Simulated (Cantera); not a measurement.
A closed system holds: 1 mol PbO, 3.1 mol CO, 0.32 mol H2, at 25.0 mbar.

Equilibrium computed with Cantera from the NASA thermochemical tables; the gas is ideal and each condensed phase is pure. Candidate condensed phases: C, C6H6, C7H8, C8H18, H2O, Pb, PbO, PbO2, Pb3O4; 113 gas species. Equilibrium is a limit: real reactors are often held back by kinetics, nucleation or transport.

Q: What share of the Pb ends up in condensed phases as a function of T (K), at 1023, 1073, 1123, 1173, 1223, 1273, 1323, 1373, 1423, 1473, 1523, 1573?

A: 
```tsv
T (K)	Pb condensed (%)	as
1023	99.6	Pb(l)
1073	99.0	Pb(l)
1123	97.5	Pb(l)
1173	94.1	Pb(l)
1223	87.1	Pb(l)
1273	72.9	Pb(l)
1323	44.0	Pb(l)
1373	0.0	-
1423	0.0	-
1473	0.0	-
1523	0.0	-
1573	0.0	-
```
